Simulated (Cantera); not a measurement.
**Equilibrium for hydrogen reduction and annealing atmospheres: Nb2O5 + H2**

Input: 1 mol Nb2O5, a varied amount of H2, held at 32000 Pa.

Cantera equilibrium calculation (NASA polynomials, part measured and part estimated; ideal gas, pure solids and liquids). Candidate condensed phases: H2O, Nb, NbO, NbO2, Nb2O5; 12 gas species. Mutual solubility and eutectic melting of coexisting phases are not modelled. NbO: taken at fixed stoichiometry. Condensed phases not in the tables: the oxides between NbO2 and Nb2O5, N, O or C dissolved in the metal. Equilibrium is a limit: real reactors are often held back by kinetics, nucleation or transport.

Stable condensed phases:

```
T in K \ n(H2) in mol
           25   45   81  140  260  460  830 1500 2600
   2073     A    A    B    B    C    C    C    D    E
   1973     A    A    A    B    B    C    C    C    D
   1873     A    A    A    B    B    C    C    C    C
   1773     A    A    A    A    B    B    C    C    C
   1673     A    A    A    A    A    B    B    C    C
   1573     A    A    A    A    A    B    B    C    C
   1473     A    A    A    A    A    A    B    B    C
   1373     A    A    A    A    A    A    A    A    B
   1273     F    A    A    A    A    A    A    A    A
```

A: NbO2; B: NbO + NbO2; C: NbO; D: Nb + NbO; E: Nb; F: NbO2 + Nb2O5.
